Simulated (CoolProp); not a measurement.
Vapour-liquid equilibrium of CHF3 (R23) (1) + isobutane (2) at 274.6 K; x and y are mole fractions of (1).

Model: multi-fluid Helmholtz-energy mixture model, Penoncello 2003 and Bücker 2006; pair parameters Bell 2016, in CoolProp.

| x | bubble pressure, mixture model (kPa) | bubble pressure, Raoult's law (kPa) | y, mixture model | y, Raoult's law |
|---|---|---|---|---|
| 0.05 | … | 286.6 | 0.652 | 0.453 |
| 0.15 | 1041 | 529.5 | 0.825 | 0.735 |
| 0.25 | 1427 | 772.4 | 0.868 | 0.840 |
| 0.35 | 1677 | 1015 | 0.887 | 0.894 |
| 0.45 | 1833 | 1258 | … | 0.928 |
| 0.55 | 1941 | 1501 | 0.904 | 0.950 |
| 0.65 | 2040 | 1744 | 0.912 | 0.967 |
| 0.75 | 2157 | 1987 | … | 0.979 |
| 0.85 | 2307 | 2230 | 0.942 | 0.989 |
| 0.95 | … | 2473 | … | 0.997 |

Problem. Fill in the missing entries.

Solution. 
- 0.05, bubble pressure, mixture model (kPa): 495.4
- 0.45, y, mixture model: 0.896
- 0.75, y, mixture model: 0.923
- 0.95, bubble pressure, mixture model (kPa): 2492
- 0.95, y, mixture model: 0.976

The largest gap from Raoult's law is +96.6 % in bubble pressure, at x = 0.15. No azeotrope shows between x = 0.05 and 0.95.

Pair parameters are fitted to limited data, so mixtures are less certain than the pure fluids. With so large a gap from Raoult's law the liquid may split in two, which this calculation doesn't test in full.
